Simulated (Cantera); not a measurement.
What does this Cantera script print?

```python
import numpy as np
import cantera as ct

gas_names = """
    Cr CrO CrO2 CrO3 H HO2 H2 H2O H2O2 O OH O2 O3
""".split()
cond_names = """
    Cr(cr) Cr(L) Cr2O3(s) Cr2O3(L) H2O(s) H2O(L)
""".split()


# ... load() reads the species with a 1 bar reference pressure and builds the phases ...
atoms = {
    'Cr': {'Cr': 1},
    'O2': {'O': 2},
    'H2': {'H': 2},
}
top_T = {}  # K; cautious upper limits of use, not melting points


# ... equilibrate(T, P, feed) seeds the gas with the atoms and calls Mixture.equilibrate('TP', solver="vcs", rtol=1e-11, max_steps=5000) ...
results = []
feed = {'Cr': 1, 'O2': 0.054, 'H2': 33}  # mol
P = 133.322  # Pa
for T in [1248, 1298, 1348, 1398, 1448, 1498, 1548]:
    mix = equilibrate(T, P, feed)
    results.append((T, P, feed, dict(zip(mix.species_names, mix.species_moles))))

top = {s: max(r[3][s] / sum(r[3][g] for g in gas_names) for r in results) for s in gas_names}
cols = sorted((s for s in top if top[s] > 0.001), key=lambda s: -top[s])[:7]
seen = [c for c in cond_names if any(r[3].get(c, 0) > 1e-12 for r in results)]
print("log10 of partial pressures in bar; condensed amounts in mol")
print(f"{'T/K':>10s}" + "".join(f"{s[:9]:>10s}" for s in cols + seen))
for T, P, feed, n in results:
    ng = sum(n[g] for g in gas_names)
    print(f"{T:10.4g}" + "".join(f"{np.log10(max(n[s] / ng * P / 1e5, 1e-99)):10.3f}" for s in cols)
          + "".join(f"{n.get(c, 0):10.4g}" for c in seen))
```

Output:

```
log10 of partial pressures in bar; condensed amounts in mol
       T/K        H2       H2O        Cr    Cr(cr)  Cr2O3(s)
      1248    -2.875    -6.655    -8.973    0.9316   0.03417
      1298    -2.875    -6.454    -8.346    0.9337    0.0331
      1348    -2.875    -6.268    -7.767    0.9365   0.03155
      1398    -2.875    -6.097    -7.230    0.9398   0.02939
      1448    -2.876    -5.937    -6.732    0.9425   0.02646
      1498    -2.876    -5.788    -6.268    0.9415   0.02255
      1548    -2.877    -5.650    -5.835    0.9288   0.01747
```

These are equilibrium values from Cantera (NASA tables, ideal gas, pure condensed phases), not measurements of a reactor. Mutual solubility and eutectic melting of coexisting phases are not modelled.
